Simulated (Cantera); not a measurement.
# Gas-phase reforming

An isothermal, constant-pressure homogeneous reactor starts with CH4 : H2O = 1 : 1.4 (molar parts), at 1800 K and 100.0 Torr.

Model: GRI-Mech 3.0 (53 species, 325 reactions), integrated in Cantera.

| t (s) | x CH4 | x H2O | x HO2 | x C2H2 | x CH2 |
|---|---|---|---|---|---|
| 8.00e-5 | 0.415 | 0.583 | <1e-12 | 4.71e-7 | 3.04e-7 |
| 0.000274 | 0.407 | 0.581 | <1e-12 | 7.94e-5 | 2.38e-6 |
| 0.000936 | 0.340 | 0.560 | 2.85e-12 | 0.00835 | 7.33e-6 |
| 0.00320 | 0.187 | 0.489 | 3.31e-12 | 0.0698 | 4.85e-6 |
| 0.0110 | 0.0763 | 0.429 | 3.42e-12 | 0.111 | 3.00e-6 |
| 0.0375 | 0.0272 | 0.371 | 3.94e-12 | 0.115 | 1.84e-6 |
| 0.128 | 0.0172 | 0.284 | 2.19e-12 | 0.0834 | 1.06e-6 |
| 0.438 | 0.0109 | 0.184 | <1e-12 | 0.0419 | 4.94e-7 |
| 1.50 | 0.00475 | 0.113 | <1e-12 | 0.0114 | 1.72e-7 |
| 5.13 | 0.000837 | 0.0859 | <1e-12 | 0.000532 | 2.68e-8 |
| 17.5 | 5.14e-7 | 0.0838 | <1e-12 | 1.19e-9 | 1.63e-11 |
| 60.0 | 2.63e-9 | 0.0838 | <1e-12 | <1e-12 | <1e-12 |
x: mole fraction; the columns are a selection and need not sum to one.

Equilibrium at this temperature and pressure: CH4 3.27e-9, H2O 0.0838, HO2 <1e-12, C2H2 <1e-12, CH2 <1e-12 (gas phase only).
